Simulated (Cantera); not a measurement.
NO annealing gas

An isothermal, constant-pressure homogeneous reactor starts with NO : N₂ = 1 : 0.68 (molar parts), at 2175 K and 20.0 Torr.

Detailed kinetics in Cantera: GRI-Mech 3.0 (53 species, 325 reactions). Radical loss at walls, strong at low pressure, is not modelled.

| t (s) | x NO | x O | x O₂ | x N₂ | x NO₂ |
|---|---|---|---|---|---|
| 0.000100 | 0.595 | 3.56e-6 | 9.29e-9 | 0.405 | 4.59e-9 |
| 0.000313 | 0.595 | 1.13e-5 | 9.24e-8 | 0.405 | 4.15e-8 |
| 0.000979 | 0.595 | 3.73e-5 | 9.38e-7 | 0.405 | 3.23e-7 |
| 0.00306 | 0.595 | 0.000132 | 1.03e-5 | 0.405 | 1.88e-6 |
| 0.00959 | 0.594 | 0.000488 | 0.000125 | 0.405 | 7.58e-6 |
| 0.0300 | 0.591 | 0.00139 | 0.00136 | 0.407 | 1.81e-5 |
| 0.0939 | 0.574 | 0.00228 | 0.00909 | 0.415 | 2.91e-5 |
| 0.294 | 0.511 | 0.00336 | 0.0401 | 0.446 | 4.70e-5 |
| 0.919 | 0.304 | 0.00551 | 0.142 | 0.548 | 5.31e-5 |
| 2.88 | 0.0550 | 0.00731 | 0.265 | 0.672 | 1.33e-5 |
| 9.00 | 0.0139 | 0.00758 | 0.286 | 0.693 | 3.48e-6 |
x: mole fraction; the columns are a selection and need not sum to one.

Equilibrium at this temperature and pressure: NO 0.0131, O 0.00759, O₂ 0.286, N₂ 0.693, NO₂ 3.29e-6 (gas phase only).
